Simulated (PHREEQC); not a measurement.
Consider water at 25 °C with 0.0011 mol Na2SeO4, 0.3 mol H3PO4 and 0.0098 mol FeCl3 per kg of water. Closed to the air; pH follows from the charge balance.

Equilibrium calculation in PHREEQC: ion-association model, wateq4f.dat.

```
quantity                   before    after
------------------------  -------  -------
pH                           1.34     1.36
ionic strength (mol/kgw)   0.0875   0.0849
H2PO4- (mol/kgw)           0.0462   0.0437
Fe+3 (mol/kgw)            2.11e-6  2.25e-6
FeCl+2 (mol/kgw)          6.97e-7  1.00e-6
FeOH+2 (mol/kgw)          1.41e-7  2.78e-7
SI of Hematite (Fe2O3)      -0.78    +0.13
SI of Goethite (FeOOH)      -1.39    -0.96
```

Task: What was changed between the two runs?
(A) temperature from 25 to 35 °C
(B) FeCl3 from 0.0098 to 0.0108 mol/kgw
(C) FeCl3 from 0.0098 to 0.00098 mol/kgw
(D) temperature from 25 to 65 °C
(E) FeCl3 from 0.0098 to 0.00196 mol/kgw

Result: A, temperature from 25 to 35 °C

No solid was allowed to form. Some of these states are supersaturated (in Strengite, Hematite (slow to form), for instance). H3PO4, which wateq4f.dat lacks, is added to it with the constant of phreeqc.dat.
